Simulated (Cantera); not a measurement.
A Cantera script and what it prints.

```python
import numpy as np
import cantera as ct

gas_names = [...]  # 62 gases of nasa_gas.yaml made of B, F, H, N, O
cond_names = """
    B(b) B(L) BN(s) B2O3(L) B3O3H3(cr) H2O(s) H2O(L)
""".split()


# ... load() reads the species with a 1 bar reference pressure and builds the phases ...
atoms = {
    'BF3': {'B': 1, 'F': 3},
    'H2O': {'H': 2, 'O': 1},
    'N2': {'N': 2},
}
top_T = {'BN(s)': 3200}  # K; cautious upper limits of use, not melting points


# ... equilibrate(T, P, feed) seeds the gas with the atoms and calls Mixture.equilibrate('TP', solver="vcs", rtol=1e-11, max_steps=5000) ...
results = []
feed = {'BF3': 1, 'H2O': 2.9, 'N2': 0.85}  # mol
for P in [10, 46, 220, 1000, 4600, 22000, 100000]:
    for T in [1400, 1450, 1500, 1550, 1600, 1650, 1700, 1750, 1800, 1850]:
        mix = equilibrate(T, P, feed)
        results.append((T, P, feed, dict(zip(mix.species_names, mix.species_moles))))

for T, P, feed, n in results:
    print(f"{T:7g} {P:10.4g}  " + (" + ".join(c for c in cond_names if n.get(c, 0) > 1e-12) or "gas only"))
```

It prints:

```
   1400         10  gas only
   1450         10  gas only
   1500         10  gas only
   1550         10  gas only
   1600         10  gas only
   1650         10  gas only
   1700         10  gas only
   1750         10  gas only
   1800         10  gas only
   1850         10  gas only
   1400         46  gas only
   1450         46  gas only
   1500         46  gas only
   1550         46  gas only
   1600         46  gas only
   1650         46  gas only
   1700         46  gas only
   1750         46  gas only
   1800         46  gas only
   1850         46  gas only
   1400        220  gas only
   1450        220  gas only
   1500        220  gas only
   1550        220  gas only
   1600        220  gas only
   1650        220  gas only
   1700        220  gas only
   1750        220  gas only
   1800        220  gas only
   1850        220  gas only
   1400       1000  gas only
   1450       1000  gas only
   1500       1000  gas only
   1550       1000  gas only
   1600       1000  gas only
   1650       1000  gas only
   1700       1000  gas only
   1750       1000  gas only
   1800       1000  gas only
   1850       1000  gas only
   1400       4600  B2O3(L)
   1450       4600  gas only
   1500       4600  gas only
   1550       4600  gas only
   1600       4600  gas only
   1650       4600  gas only
   1700       4600  gas only
   1750       4600  gas only
   1800       4600  gas only
   1850       4600  gas only
   1400    2.2e+04  B2O3(L)
   1450    2.2e+04  B2O3(L)
   1500    2.2e+04  B2O3(L)
   1550    2.2e+04  gas only
   1600    2.2e+04  gas only
   1650    2.2e+04  gas only
   1700    2.2e+04  gas only
   1750    2.2e+04  gas only
   1800    2.2e+04  gas only
   1850    2.2e+04  gas only
   1400      1e+05  B2O3(L)
   1450      1e+05  B2O3(L)
   1500      1e+05  B2O3(L)
   1550      1e+05  B2O3(L)
   1600      1e+05  gas only
   1650      1e+05  gas only
   1700      1e+05  gas only
   1750      1e+05  gas only
   1800      1e+05  gas only
   1850      1e+05  gas only
```

These are equilibrium values from Cantera (NASA tables, ideal gas, pure condensed phases), not measurements of a reactor. The tables' values for BF2 are old estimates. Gases not in the tables: H3BO3.
